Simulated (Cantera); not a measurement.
Thermodynamics of silicon etching in halogen gases, feed Si + Cl2 + H2

Charge: 1 mol Si, 1.4 mol Cl2, a varied amount of H2, held at 1573 K and 0.0100 bar.

Cantera equilibrium calculation (NASA polynomials, part measured and part estimated; ideal gas, pure solids and liquids). Candidate condensed phases: Si; 19 gas species. The tables' values for SiCl3, SiCl are old estimates; treat these amounts as uncertain. Equilibrium is a limit: real reactors are often held back by kinetics, nucleation or transport.

```csv
n(H2) (mol),log p H2,log p HCl,log p SiCl2,log p SiCl3,log p H,n Si(s)
6.9,-2.12,-2.84,-3.03,-4.61,-5.45,0.209
11,-2.08,-2.94,-3.27,-4.97,-5.43,0.319
14,-2.07,-3.00,-3.40,-5.17,-5.42,0.378
18,-2.05,-3.06,-3.55,-5.38,-5.42,0.440
21,-2.05,-3.11,-3.64,-5.52,-5.41,0.478
25,-2.04,-3.16,-3.75,-5.68,-5.41,0.520
28,-2.04,-3.19,-3.82,-5.79,-5.41,0.547
32,-2.03,-3.23,-3.90,-5.92,-5.41,0.578
```
log p: log10 of the partial pressure in bar; n: condensed amount in mol.

From 6.9 mol H2 to 32 mol H2 the condensed part is Si(s). The main Si-bearing gas is SiCl2 throughout. The share of Si in condensed phases is highest at 32 mol H2 (57.8 %) and lowest at 6.9 mol H2 (20.9 %).
